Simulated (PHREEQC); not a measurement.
Dissolve 0.0033 mol KOH, 0.014 mol K2SiO3 and 0.034 mol K2CO3 per kg of water at 25 °C. Closed to the air; pH follows from the charge balance.

Model: ion-association model, phreeqc.dat, run in PHREEQC.

Precipitation was switched off in this run.

Task: Order these Si species by the share of Si that they hold, largest first: H2SiO4-2, H3SiO4-, H4SiO4.

Result: H3SiO4- (85 %), H2SiO4-2 (14 %), H4SiO4 (0.37 %)

The pH is 12.06 and the ionic strength 0.135 mol/kgw.
